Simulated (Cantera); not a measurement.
What does this Cantera script print?

```python
import numpy as np
import cantera as ct

gas = ct.Solution("gri30.yaml")


def delay(T, t_max=10):
    gas.TPX = T, 100000, {'CH4': 1, 'CO': 0.24, 'O2': 2.94, 'N2': 11.1, 'H2O': 0.58}
    reactor = ct.IdealGasReactor(gas, clone=False)
    net = ct.ReactorNet([reactor])
    net.rtol, net.atol = 1e-8, 1e-16
    while net.time < t_max:
        t_old, T_old = net.time, reactor.T
        net.step()
        if reactor.T > T + 400:  # ignition: a rise of 400 K
            return t_old + (T + 400 - T_old) / (reactor.T - T_old) * (net.time - t_old)
    return np.nan


taus = []
for T in [1275, 1375, 1475, 1575, 1675, 1775, 1875, 1975, 2075, 2175]:
    taus.append(delay(T))
    print(f"T0 = {T:6g} K   tau = {taus[-1]:.4e} s")
```

It prints:

```
T0 =   1275 K   tau = 1.5184e-02 s
T0 =   1375 K   tau = 4.2189e-03 s
T0 =   1475 K   tau = 1.3749e-03 s
T0 =   1575 K   tau = 5.2990e-04 s
T0 =   1675 K   tau = 2.3749e-04 s
T0 =   1775 K   tau = 1.1976e-04 s
T0 =   1875 K   tau = 6.6064e-05 s
T0 =   1975 K   tau = 3.9116e-05 s
T0 =   2075 K   tau = 2.4553e-05 s
T0 =   2175 K   tau = 1.6209e-05 s
```

Computed with Cantera and GRI-Mech 3.0 (53 species, 325 reactions).
